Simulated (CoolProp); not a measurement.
Fluoroethane (R161) at 296.94 K and 0.581 MPa is throttled through a valve to 0.06 MPa with no heat exchange. Each further row changes one setting.

Values from CoolProp's reference Helmholtz-energy equation of state, Wu 2012.

```
case                       temperature change (K)  final density (kg/m³)
-------------------------  ----------------------  ---------------------
as stated                                     ___                    ___
outlet pressure 0.018 MPa                     ___                    ___
outlet pressure 0.078 MPa                     ___                    ___
```

What belongs in the gaps?


- as stated, temperature change (K): -12.5
- as stated, final density (kg/m³): 1.23
- outlet pressure 0.018 MPa, temperature change (K): -13.5
- outlet pressure 0.018 MPa, final density (kg/m³): 0.368
- outlet pressure 0.078 MPa, temperature change (K): -12.1
- outlet pressure 0.078 MPa, final density (kg/m³): 1.61
